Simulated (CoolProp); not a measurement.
Vapour-liquid equilibrium of nitrogen (1) + oxygen (2) at -170.15 °C; x and y are mole fractions of (1).

Computed with CoolProp (multi-fluid Helmholtz-energy mixture model, Span 2000 and Schmidt 1985; pair parameters Gernert 2013).

```tsv
x	bubble pressure, mixture model (MPa)	bubble pressure, Raoult's law (MPa)	y, mixture model	y, Raoult's law
0.05	0.3604	0.3557	0.137	0.134
0.125	0.4119	0.4028	0.292	0.296
0.2	0.4607	0.4499	0.410	0.423
0.275	0.5076	0.4971	0.505	0.527
0.35	0.5532	0.5442	0.583	0.613
0.425	0.5981	0.5913	0.651	0.685
0.5	0.6425	0.6384	0.710	0.746
0.575	0.6870	0.6855	0.763	0.799
0.65	0.7318	0.7327	0.812	0.845
0.725	0.7772	0.7798	0.857	0.886
0.8	0.8234	0.8269	0.899	0.922
0.875	0.8708	0.8740	0.938	0.954
0.95	0.9194	0.9212	0.976	0.982
```

The largest gap from Raoult's law is +2.4 % in bubble pressure, at x = 0.2. No azeotrope shows between x = 0.05 and 0.95.

Pair parameters are fitted to limited data, so mixtures are less certain than the pure fluids. The gap from Raoult's law changes sign with composition, which may be real or a fault of the pair parameters; it wasn't checked against measurements.
